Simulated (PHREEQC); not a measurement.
Solution (25 °C): 0.21 mol CdSO4 and 0.0052 mol NaOH per kg of water. Closed to the air; pH follows from the charge balance.

Computed with PHREEQC (ion-association model, wateq4f.dat).

Task: The ionic strength comes out as 0.371 mol/kgw. What activity coefficients do Cd(SO4)2-2, OH-, CdOH+, NaSO4-, Cd2OH+3 get?

Result: Cd(SO4)2-2 0.29, OH- 0.66, CdOH+ 0.73, NaSO4- 0.71, Cd2OH+3 0.059.

This is a speciation only: nothing precipitates in the calculation. Saturation is exceeded, for instance for Cd(OH)2; the values hold only as long as no solid forms.
